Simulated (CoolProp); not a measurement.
Vapour-liquid equilibrium of benzene (1) + n-octane (2) at 32.55 °C; x and y are mole fractions of (1).

Model: multi-fluid Helmholtz-energy mixture model, Thol 2012 and Beckmüller 2019; pair parameters Bell 2016, in CoolProp.

```
x     bubble pressure (kPa)  y at the bubble point  dew pressure at overall composition x (kPa)  liquid density (mol/L)
----  ---------------------  ---------------------  -------------------------------------------  ----------------------
0.05                      …                      …                                        2.962                   6.209
0.2                   6.991                  0.673                                            …                   6.691
0.35                      …                      …                                        4.102                   7.245
0.5                   11.86                  0.869                                        5.079                   7.889
0.65                  13.72                  0.913                                        6.660                   8.647
0.8                   15.42                  0.949                                            …                   9.554
0.95                  17.18                  0.986                                        15.48                   10.66
```

Problem. Some entries are withheld; supply them.

Solution. 
- 0.05, bubble pressure (kPa): 3.899
- 0.05, y at the bubble point: 0.309
- 0.2, dew pressure at overall composition x (kPa): 3.440
- 0.35, bubble pressure (kPa): 9.667
- 0.35, y at the bubble point: 0.803
- 0.8, dew pressure at overall composition x (kPa): 9.596

No azeotrope shows between x = 0.05 and 0.95.

The pair parameters rest on a limited set of measurements; away from them the model extrapolates.
